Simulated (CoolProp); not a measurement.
Saturated liquid density (kg/m³) of toluene: the reference equation beside estimates from Tc = 591.7 K, pc = 41.26 bar, ω = 0.266.

The numbers come from the reference Helmholtz-energy equation of state, Lemmon 2006 in CoolProp. It is a short technical equation, of lower accuracy than the large ones.

```tsv
T (K)	reference	van der Waals	Redlich-Kwong	Soave-Redlich-Kwong	Peng-Robinson
281.9	877.3	513.2	763.0	778.1	874.6
302.3	858.3	503.5	747.1	764.4	860.1
322.7	…	493.4	730.2	749.6	…
343	819.7	482.8	…	733.7	827.5
363.4	799.7	471.7	693.2	716.5	809.0
383.8	779.1	459.9	…	697.8	788.7
404.2	757.7	447.5	650.8	677.4	766.5
424.5	…	434.3	627.4	655.1	742.2
444.9	711.8	420.1	602.0	630.6	715.0
```

### Question
Some entries are withheld; supply them.

### Answer

- 322.7, reference: 839.1
- 322.7, Peng-Robinson: 844.4
- 343, Redlich-Kwong: 712.3
- 383.8, Redlich-Kwong: 672.7
- 424.5, reference: 735.5

Absolute difference from the reference over all 9 rows, mean and median: van der Waals 41.1 and 41.0 %, Redlich-Kwong 13.7 and 13.3 %, Soave-Redlich-Kwong 10.8 and 10.7 %, Peng-Robinson 0.8 and 0.9 %.
